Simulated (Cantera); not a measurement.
# Catalytic combustion on Pt

An isothermal plug-flow reactor at 875 K and 1.01 bar (inlet), inlet velocity 0.079 m/s, active area per volume 150 1/m; feed CO : O2 : N2 = 0.018 : 0.036 : 0.79 (molar parts), equivalence ratio 0.25.

Model: Deutschmann's 1995 Pt surface mechanism with GRI-Mech 3.0 gas chemistry, integrated in Cantera. Catalytic surfaces can have several steady states; this one follows from the mechanism file's or the stated starting coverage. Mass transfer to the wall is taken as infinitely fast.

| z (m) | x CO | x O2 | x H2O | x CO2 | θ free Pt | θ O* | θ CO* |
|---|---|---|---|---|---|---|---|
| 3.8e-05 | 0.0174 | 0.0408 | <1e-12 | 0.00397 | 0.287 | 0.00798 | 0.705 |
| 7.3e-05 | 0.0131 | 0.0387 | <1e-12 | 0.00832 | 0.326 | 0.0104 | 0.664 |
| 0.00014 | 0.00125 | 0.0329 | <1e-12 | 0.0203 | 0.167 | 0.832 | 0.00130 |
| 0.00027 | 0.000274 | 0.0325 | <1e-12 | 0.0213 | 0.125 | 0.875 | 0.000154 |
| 0.00052 | 2.70e-5 | 0.0323 | <1e-12 | 0.0215 | 0.120 | 0.880 | 1.37e-5 |
| 0.001 | 3.68e-7 | 0.0323 | <1e-12 | 0.0216 | 0.119 | 0.881 | 1.85e-7 |
| 0.002 | 4.87e-11 | 0.0323 | <1e-12 | 0.0216 | 0.119 | 0.881 | 2.45e-11 |
| 0.0038 | <1e-12 | 0.0323 | <1e-12 | 0.0216 | 0.119 | 0.881 | <1e-12 |
x: gas mole fraction; θ: surface coverage.
